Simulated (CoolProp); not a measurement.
Carbon monoxide along the isobar 3.22 MPa: fugacity coefficient from the reference equation and from simpler models built on Tc = -140.3 °C, pc = 3.498 MPa, ω = 0.050; each cubic takes its own stable root.

Computed with CoolProp (reference Helmholtz-energy equation of state, Lemmon 2006). It is a short technical equation, of lower accuracy than the large ones.

```tsv
T (°C)	phase	reference
-165.55	liquid	0.2665
-151.75	liquid	0.4989
-138.05	gas	0.7153
-124.25	gas	0.7913
-110.55	gas	0.8417
-96.75	gas	0.8784
-82.95	gas	0.9058
-69.25	gas	0.9265
-55.45	gas	0.9428
-41.75	gas	0.9555
-27.95	gas	0.9658
-14.15	gas	0.9741
-0.45	gas	0.9808
```

Q: How far does each simpler model (van der Waals, Soave-Redlich-Kwong, Peng-Robinson) lie from the reference over these 13 states: mean and median of the absolute difference, and the worst?

A: 
- van der Waals: mean 6.4 %, median 1.5 %, worst +49.5 % at -165.55 °C and 3.22 MPa
- Soave-Redlich-Kwong: mean 0.5 %, median 0.6 %, worst +1.0 % at -165.55 °C and 3.22 MPa
- Peng-Robinson: mean 1.9 %, median 1.8 %, worst -3.6 % at -138.05 °C and 3.22 MPa
